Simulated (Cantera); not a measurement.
Input: 1 mol PbO, 5.6 mol CH₄, 0.75 mol N₂, 1.4 mol C, at 2125 K and 1000 Pa.

Cantera equilibrium calculation (NASA polynomials, part measured and part estimated; ideal gas, pure solids and liquids). Candidate condensed phases: C, C₆H₆, C₇H₈, C₈H₁₈, H₂O, Pb, PbO, PbO₂, Pb₃O₄; 139 gas species. Rates play no part.

Base state: H₂ 0.770, CO 0.0705, Pb 0.0705, N₂ 0.0504, H 0.0319, HCN 0.00462, C₂H₂ (acetylene) 0.00129, HNC 0.000325 (mole fractions); condensed: C(graphite).

**Question.** What changes in the equilibrium state with this change: temperature from 2125 K to 2398 K?

**Answer.** 
| species | before | after |
|---|---|---|
| H₂ | 0.770 | 0.676 |
| H | 0.0319 | 0.130 |
| CO | 0.0705 | 0.0670 |
| N₂ | 0.0504 | 0.0450 |
| Pb | 0.0705 | 0.0670 |
| C₂H | 1.49e-6 | 5.13e-5 |
| CN | 5.88e-6 | 9.03e-5 |
| C(graphite), mol | 5.89 | 5.70 |
